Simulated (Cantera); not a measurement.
**Adiabatic ignition**

An adiabatic, constant-pressure homogeneous reactor starts with 12.2 % H2, 18.5 % O2, 69.3 % N2, at 1625 K and 1.10 bar.

Computed with Cantera and GRI-Mech 3.0 (53 species, 325 reactions).

| t (s) | T (K) | x H2 | x O2 | x OH | x H | x NO | x N2O | x O |
|---|---|---|---|---|---|---|---|---|
| 5.00e-6 | 1625 | 0.121 | 0.185 | 8.67e-5 | 0.000240 | 1.08e-11 | 1.34e-10 | 8.74e-5 |
| 1.62e-5 | 1816 | 0.0112 | 0.118 | 0.0162 | 0.0290 | 1.13e-5 | 2.13e-7 | 0.0330 |
| 5.27e-5 | 2127 | 0.00700 | 0.121 | 0.0186 | 0.00992 | 4.56e-5 | 3.45e-7 | 0.0189 |
| 0.000171 | 2335 | 0.00262 | 0.126 | 0.0140 | 0.00184 | 0.000124 | 6.01e-7 | 0.00671 |
| 0.000555 | 2397 | 0.00119 | 0.128 | 0.0100 | 0.000535 | 0.000296 | 7.03e-7 | 0.00301 |
| 0.00180 | 2397 | 0.00117 | 0.128 | 0.00991 | 0.000515 | 0.000761 | 7.02e-7 | 0.00293 |
| 0.00585 | 2395 | 0.00115 | 0.127 | 0.00982 | 0.000507 | 0.00219 | 7.01e-7 | 0.00289 |
| 0.0190 | 2388 | 0.00112 | 0.125 | 0.00957 | 0.000484 | 0.00595 | 7.08e-7 | 0.00277 |
| 0.0616 | 2378 | 0.00108 | 0.123 | 0.00921 | 0.000452 | 0.0116 | 7.37e-7 | 0.00259 |
| 0.200 | 2375 | 0.00106 | 0.122 | 0.00909 | 0.000442 | 0.0134 | 7.50e-7 | 0.00254 |
x: mole fraction; the columns are a selection and need not sum to one.

| Item | Value |
|---|---|
| time of steepest temperature rise | 10.2 µs |
| temperature at 0.200 s | 2375 K |
| equilibrium temperature | 2375 K |
| x(H2) at 0.200 s | 0.00106 (gas-phase equilibrium 0.00106) |
| x(O2) at 0.200 s | 0.122 (gas-phase equilibrium 0.122) |
| x(OH) at 0.200 s | 0.00909 (gas-phase equilibrium 0.00909) |
